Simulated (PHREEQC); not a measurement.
A solution holds 0.62 mol CaBr2 per kg of water, at 89 °C. Closed to the air; pH follows from the charge balance.

Equilibrium calculation in PHREEQC: ion-association model, wateq4f.dat.

No solid was allowed to form.

**Question.** Estimate the activity of water.

**Answer.** activity of water 0.968.

Caution: at this ionic strength the ion-association model is outside its range; a Pitzer model would be the better tool where its parameters exist. At this temperature some constants are extrapolated from 25 °C, and those without enthalpy data are left unchanged.
